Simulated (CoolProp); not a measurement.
The fluid at 300.45 K and 12.1 MPa is throttled through a valve to 4.76 MPa with no heat exchange. The same conditions are run with several fluids, on thermodynamics alone (safety and materials aside).

Computed with CoolProp (reference Helmholtz-energy equation of state of each fluid (p-xylene: Zhou 2012; ammonia: Gao 2020; c-C4F8 (RC318): Platzer 1990; isobutene: Lemmon 2005; propane: Lemmon 2009)). The equations of Platzer and Polt are older, rougher fits.

Question: Rank p-xylene, ammonia, c-C4F8 (RC318), isobutene, propane by temperature change (K), highest first.

Answer: p-xylene (+3.5), isobutene (+2.3), c-C4F8 (RC318) (+1.4), propane (+1.2), ammonia (+0.7)

```json
[
 {"fluid": "p-xylene", "final density (kg/m³)": "855"},
 {"fluid": "ammonia", "final density (kg/m³)": "602"},
 {"fluid": "c-C4F8 (RC318)", "final density (kg/m³)": "1510"},
 {"fluid": "isobutene", "final density (kg/m³)": "591"},
 {"fluid": "propane", "final density (kg/m³)": "498"}
]
```
